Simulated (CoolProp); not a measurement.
Vapour-liquid equilibrium of R143a (1) + dimethyl ether (2) at 253.9 K; x and y are mole fractions of (1).

Values from CoolProp's multi-fluid Helmholtz-energy mixture model, Lemmon and Jacobsen 2000 and Wu 2011; pair parameters Bell 2016.

```json
[
 {"x": "0.05", "bubble pressure, mixture model (MPa)": "0.1404", "bubble pressure, Raoult's law (MPa)": "0.1379", "y, mixture model": "0.128", "y, Raoult's law": "0.117"},
 {"x": "0.15", "bubble pressure, mixture model (MPa)": "0.1635", "bubble pressure, Raoult's law (MPa)": "0.1575", "y, mixture model": "0.322", "y, Raoult's law": "0.309"},
 {"x": "0.25", "bubble pressure, mixture model (MPa)": "0.1850", "bubble pressure, Raoult's law (MPa)": "0.1771", "y, mixture model": "0.463", "y, Raoult's law": "0.457"},
 {"x": "0.35", "bubble pressure, mixture model (MPa)": "0.2054", "bubble pressure, Raoult's law (MPa)": "0.1967", "y, mixture model": "0.573", "y, Raoult's law": "0.577"},
 {"x": "0.45", "bubble pressure, mixture model (MPa)": "0.2248", "bubble pressure, Raoult's law (MPa)": "0.2163", "y, mixture model": "0.662", "y, Raoult's law": "0.674"},
 {"x": "0.55", "bubble pressure, mixture model (MPa)": "0.2435", "bubble pressure, Raoult's law (MPa)": "0.2359", "y, mixture model": "0.738", "y, Raoult's law": "0.756"},
 {"x": "0.65", "bubble pressure, mixture model (MPa)": "0.2617", "bubble pressure, Raoult's law (MPa)": "0.2555", "y, mixture model": "0.805", "y, Raoult's law": "0.824"},
 {"x": "0.75", "bubble pressure, mixture model (MPa)": "0.2796", "bubble pressure, Raoult's law (MPa)": "0.2751", "y, mixture model": "0.865", "y, Raoult's law": "0.884"},
 {"x": "0.85", "bubble pressure, mixture model (MPa)": "0.2974", "bubble pressure, Raoult's law (MPa)": "0.2947", "y, mixture model": "0.921", "y, Raoult's law": "0.935"},
 {"x": "0.95", "bubble pressure, mixture model (MPa)": "0.3152", "bubble pressure, Raoult's law (MPa)": "0.3143", "y, mixture model": "0.974", "y, Raoult's law": "0.980"}
]
```

The largest gap from Raoult's law is +4.5 % in bubble pressure, at x = 0.25. No azeotrope shows between x = 0.05 and 0.95.

Pair parameters are fitted to limited data, so mixtures are less certain than the pure fluids.
